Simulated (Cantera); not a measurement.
Charge: 1 mol FeS, 1200 mol H2, 15 mol N2, at 2050 K and 1050 Torr.

Cantera equilibrium calculation (NASA polynomials, part measured and part estimated; ideal gas, pure solids and liquids). Candidate condensed phases: Fe, FeS, FeS2, S; 16 gas species. Equilibrium is a limit: real reactors are often held back by kinetics, nucleation or transport.

Base state: H2 0.984, N2 0.0123, H 0.00190, H2S 0.000720, Fe 0.000450, SH 9.45e-5 (mole fractions); condensed: Fe(l).

What changes in the equilibrium state with this change: pressure from 1050 Torr to 0.218 Torr?


| species | before | after |
|---|---|---|
| H2 | 0.984 | 0.863 |
| H | 0.00190 | 0.124 |
| N2 | 0.0123 | 0.0116 |
| Fe | 0.000450 | 0.000771 |
| S | 4.42e-6 | 0.000578 |
| H2S | 0.000720 | 1.71e-5 |
| Fe(l), mol | 0.452 | 0 |
